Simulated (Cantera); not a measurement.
Cantera run:

```python
import numpy as np
import cantera as ct

gas_names = """
    C CN CO CO2 C2 CCN CNC C2N2 C2O C3 C3O2 C4 C4N2 C5 Cu CuO Cu2 N NCO NO NO2 NO3 N2 N2O O O2 O3
""".split()
cond_names = """
    C(gr) Cu(cr) Cu(L) CuO(s) Cu2O(s) Cu2O(L)
""".split()


# ... load() reads the species with a 1 bar reference pressure and builds the phases ...
atoms = {
    'CuO': {'Cu': 1, 'O': 1},
    'C': {'C': 1},
    'N2': {'N': 2},
}
top_T = {'C(gr)': 4500, 'CuO(s)': 1390}  # K; cautious upper limits of use, not melting points


# ... equilibrate(T, P, feed) seeds the gas with the atoms and calls Mixture.equilibrate('TP', solver="vcs", rtol=1e-11, max_steps=5000) ...
results = []
feed = {'CuO': 1, 'C': 0.48, 'N2': 16}  # mol
P = 100000  # Pa
for T in [1400, 1500, 1600, 1700, 1800, 1900, 2000, 2100, 2200, 2300, 2400, 2500, 2600]:
    mix = equilibrate(T, P, feed)
    results.append((T, P, feed, dict(zip(mix.species_names, mix.species_moles))))
    x = sorted(zip(gas.X, gas.species_names), reverse=True)
    print(f"T = {T:g} K  P = {P:g} Pa  gas = {mix.phase_moles(0):.4g} mol")
    print("   x: " + "  ".join(f"{s} {v:.3e}" for v, s in x if v > 0.0001))
    print("   condensed (mol): " + ("  ".join(f"{mix.phase(i).name} {mix.phase_moles(i):.4g}"
          for i in range(1, mix.n_phases) if mix.phase_moles(i) > 1e-12) or "none"))
```

Output:

```
T = 1400 K  P = 100000 Pa  gas = 16.48 mol
   x: N2 9.709e-01  CO2 2.912e-02
   condensed (mol): Cu(L) 0.9206  Cu2O(s) 0.03967
T = 1500 K  P = 100000 Pa  gas = 16.48 mol
   x: N2 9.707e-01  CO2 2.911e-02
   condensed (mol): Cu(L) 0.9269  Cu2O(s) 0.03646
T = 1600 K  P = 100000 Pa  gas = 16.49 mol
   x: N2 9.704e-01  CO2 2.908e-02  O2 3.899e-04
   condensed (mol): Cu(L) 0.9472  Cu2O(L) 0.02609
T = 1700 K  P = 100000 Pa  gas = 16.5 mol
   x: N2 9.694e-01  CO2 2.903e-02  O2 1.123e-03  NO 2.353e-04  Cu 1.588e-04
   condensed (mol): Cu(L) 0.9974
T = 1800 K  P = 100000 Pa  gas = 16.51 mol
   x: N2 9.689e-01  CO2 2.890e-02  O2 1.128e-03  Cu 5.415e-04  NO 3.377e-04  CO 1.770e-04
   condensed (mol): Cu(L) 0.991
T = 1900 K  P = 100000 Pa  gas = 16.53 mol
   x: N2 9.677e-01  CO2 2.858e-02  Cu 1.616e-03  O2 1.189e-03  NO 4.782e-04  CO 4.544e-04
   condensed (mol): Cu(L) 0.973
T = 2000 K  P = 100000 Pa  gas = 16.58 mol
   x: N2 9.647e-01  CO2 2.794e-02  Cu 4.306e-03  O2 1.349e-03  CO 1.006e-03  NO 6.792e-04
   condensed (mol): Cu(L) 0.9277
T = 2100 K  P = 100000 Pa  gas = 16.69 mol
   x: N2 9.581e-01  CO2 2.681e-02  Cu 1.042e-02  CO 1.942e-03  O2 1.636e-03  NO 9.686e-04
   condensed (mol): Cu(L) 0.8234
T = 2200 K  P = 100000 Pa  gas = 16.93 mol
   x: N2 9.446e-01  CO2 2.503e-02  Cu 2.320e-02  CO 3.328e-03  O2 2.054e-03  NO 1.367e-03  Cu2 1.767e-04  O 1.226e-04
   condensed (mol): Cu(L) 0.5998
T = 2300 K  P = 100000 Pa  gas = 17.39 mol
   x: N2 9.190e-01  Cu 4.806e-02  CO2 2.244e-02  CO 5.154e-03  O2 2.564e-03  NO 1.872e-03  Cu2 4.747e-04  O 2.515e-04  CuO 2.016e-04
   condensed (mol): Cu(L) 0.1441
T = 2400 K  P = 100000 Pa  gas = 17.56 mol
   x: N2 9.099e-01  Cu 5.587e-02  CO2 1.989e-02  CO 7.441e-03  O2 3.218e-03  NO 2.547e-03  O 4.920e-04  Cu2 4.172e-04  CuO 2.443e-04
   condensed (mol): none
T = 2500 K  P = 100000 Pa  gas = 17.59 mol
   x: N2 9.079e-01  Cu 5.603e-02  CO2 1.718e-02  CO 1.011e-02  O2 3.924e-03  NO 3.374e-03  O 9.078e-04  Cu2 2.820e-04  CuO 2.531e-04
   condensed (mol): none
T = 2600 K  P = 100000 Pa  gas = 17.62 mol
   x: N2 9.058e-01  Cu 5.610e-02  CO2 1.427e-02  CO 1.297e-02  O2 4.555e-03  NO 4.298e-03  O 1.571e-03  CuO 2.564e-04  Cu2 1.956e-04
   condensed (mol): none
```

These are equilibrium values from Cantera (NASA tables, ideal gas, pure condensed phases), not measurements of a reactor. Each liquid is taken as pure. Mutual solubility and eutectic melting of coexisting phases are not modelled.
